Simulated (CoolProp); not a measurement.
R1224YDZ along the isobar 0.58 MPa: Z from the reference equation and from simpler models built on Tc = 428.7 K, pc = 3.334 MPa, ω = 0.325; each cubic takes its own stable root.

Values from CoolProp's reference Helmholtz-energy equation of state, Akasaka 2023.

| T (K) | phase | reference |
|---|---|---|
| 380.2 | gas | 0.9005 |
| 386.9 | gas | 0.9072 |
| 393.5 | gas | 0.9132 |
| 400.1 | gas | 0.9186 |
| 406.8 | gas | 0.9236 |
| 413.4 | gas | 0.9281 |
| 420.1 | gas | 0.9323 |
| 426.7 | gas | 0.9362 |
| 433.3 | gas | 0.9397 |
| 440 | gas | 0.9431 |
| 446.6 | gas | 0.9461 |
| 453.2 | gas | 0.9490 |
| 459.9 | gas | 0.9517 |
| 466.5 | gas | 0.9541 |
| 473.1 | gas | 0.9565 |

Task: How far does each simpler model (van der Waals, Redlich-Kwong, Soave-Redlich-Kwong, Peng-Robinson) lie from the reference over these 15 states: mean and median of the absolute difference, and the worst?

Result: 
- van der Waals: mean 1.2 %, median 1.0 %, worst +2.9 % at 380.2 K and 0.58 MPa
- Redlich-Kwong: mean 0.3 %, median 0.2 %, worst +1.1 % at 380.2 K and 0.58 MPa
- Soave-Redlich-Kwong: mean 0.2 %, median 0.1 %, worst +0.5 % at 380.2 K and 0.58 MPa
- Peng-Robinson: mean 0.5 %, median 0.5 %, worst -0.6 % at 420.1 K and 0.58 MPa
